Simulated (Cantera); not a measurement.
## Thermodynamics of hydrogen reduction and annealing atmospheres, feed FeS2 + H2

Feed: 1 mol FeS2, 2.5 mol H2, equilibrated at 2200 K and 75.0 Torr.

Cantera equilibrium calculation (NASA polynomials, part measured and part estimated; ideal gas, pure solids and liquids). Candidate condensed phases: Fe, FeS, FeS2, S; 8 gas species. FeS: taken at fixed stoichiometry. The numbers say what is thermodynamically allowed, not how fast it happens.

- x(H2) = 0.746
- x(S2) = 0.135
- x(SH) = 0.0339
- x(H2S) = 0.0312
- x(Fe) = 0.0264
- x(H) = 0.0154
- x(S) = 0.0122
- n(FeS(l)) = 0.918 mol
- gas amount = 3.118 mol
- log10 activity of Fe(l) (absent) = -0.02
- log10 activity of S(l) (absent) = -2.60
